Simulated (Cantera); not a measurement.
What does this Cantera script print?

```python
import numpy as np
import cantera as ct

gas_names = """
    O2 Br2
""".split()
cond_names = """
    Mg(L) MgBr2(L) MgO(s)
""".split()


# ... load() reads the species with a 1 bar reference pressure and builds the phases ...
species = {s.name: s for s in load("nasa_gas.yaml", gas_names) + load("nasa_condensed.yaml", cond_names)}
T = 1000
g = {n: (s.thermo.h(T) - T * s.thermo.s(T)) / (ct.gas_constant * T * np.log(10)) for n, s in species.items()}
valid = cond_names  # the entries whose range holds T


def stable(la, lb):
    # potentials (over RT ln 10) of the two non-metals from log10 p(O2) and log10 p(Br2) in bar
    mu = {}
    mu["O"] = (g["O2"] + la) / 2
    mu["Br"] = (g["Br2"] + lb) / 2
    cost = {}
    for n in valid:
        c = species[n].composition
        cost[n] = (g[n] - sum(c.get(e, 0) * m for e, m in mu.items())) / c["Mg"]
    return min(cost, key=cost.get)


results = []
for lb in [0, -2.2, -4.4, -6.7, -8.9, -11.1, -13.3, -15.6, -17.8, -20]:
    row = [stable(la, lb) for la in [-35, -33.4, -31.8, -30.2, -28.6, -27, -25.5, -23.9, -22.3, -20.7, -19.1, -17.5, -15.9, -14.3, -12.7, -11.1, -9.5, -8, -6.4, -4.8, -3.2, -1.6, 0]]
    results.append(row)
    print(f"{lb:6.1f}  " + " ".join(f"{valid.index(n):x}" for n in row))
print("key: " + ", ".join(f"{i:x} {n}" for i, n in enumerate(valid)))
```

It prints:

```
   0.0  1 1 1 1 1 1 1 1 1 1 1 1 1 1 1 1 2 2 2 2 2 2 2
  -2.2  1 1 1 1 1 1 1 1 1 1 1 1 1 1 2 2 2 2 2 2 2 2 2
  -4.4  1 1 1 1 1 1 1 1 1 1 1 2 2 2 2 2 2 2 2 2 2 2 2
  -6.7  1 1 1 1 1 1 1 1 2 2 2 2 2 2 2 2 2 2 2 2 2 2 2
  -8.9  1 1 1 1 1 2 2 2 2 2 2 2 2 2 2 2 2 2 2 2 2 2 2
 -11.1  1 1 1 2 2 2 2 2 2 2 2 2 2 2 2 2 2 2 2 2 2 2 2
 -13.3  2 2 2 2 2 2 2 2 2 2 2 2 2 2 2 2 2 2 2 2 2 2 2
 -15.6  2 2 2 2 2 2 2 2 2 2 2 2 2 2 2 2 2 2 2 2 2 2 2
 -17.8  2 2 2 2 2 2 2 2 2 2 2 2 2 2 2 2 2 2 2 2 2 2 2
 -20.0  2 2 2 2 2 2 2 2 2 2 2 2 2 2 2 2 2 2 2 2 2 2 2
key: 0 Mg(L), 1 MgBr2(L), 2 MgO(s)
```

Standard-state values (1 bar) from the NASA 1993 polynomials, evaluated with Cantera. Not in the tables: oxide halides.
